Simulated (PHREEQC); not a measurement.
Solution (25 °C): 0.0012 mol/kgw H2SiF6 and 0.03 mol/kgw CdI2. Closed to the air; pH follows from the charge balance.

All values are PHREEQC results (ion-association model, wateq4f.dat), not measurements.

Each row changes one thing in this solution. This is a speciation only: nothing precipitates in the calculation.

| case | pH | ionic strength (mol/kgw) | Cd+2 (mol/kgw) | HF (mol/kgw) | F- (mol/kgw) | CdF+ (mol/kgw) | SI of CdF2 (CdF2) |
|---|---|---|---|---|---|---|---|
| as made | 2.70 | 0.0396 | 0.00729 | 0.00172 | 0.000703 | 3.10e-5 | -5.94 |
| CdI2 replaced by CdSO4 at the same molality | 2.87 | 0.0680 | 0.0166 | 0.00147 | 0.000925 | 7.92e-5 | -5.45 |
| CdI2 replaced by CdBr2 at the same molality | 2.70 | 0.0466 | 0.00799 | 0.00171 | 0.000709 | 3.27e-5 | -5.93 |
| diluted 2-fold with water | 2.92 | 0.0245 | 0.00523 | 0.00126 | 0.000827 | 2.97e-5 | -5.86 |
| temperature from 25 to 35 °C | 2.72 | 0.0400 | 0.00783 | 0.00222 | 0.000795 | 3.70e-5 | -5.58 |
| H2SiF6 from 0.0012 to 0.0006 mol/kgw | 2.92 | 0.0379 | 0.00723 | 0.00123 | 0.000839 | 3.72e-5 | -5.78 |
| H2SiF6 replaced by HBF4 at the same molality | 2.85 | 0.0379 | 0.00723 | 0.00193 | 0.00111 | 4.91e-5 | -5.54 |

Some of these states are supersaturated (in Quartz (slow to form), Chalcedony (slow to form), for instance). SiF6-2 is the database's only silicon fluoride.
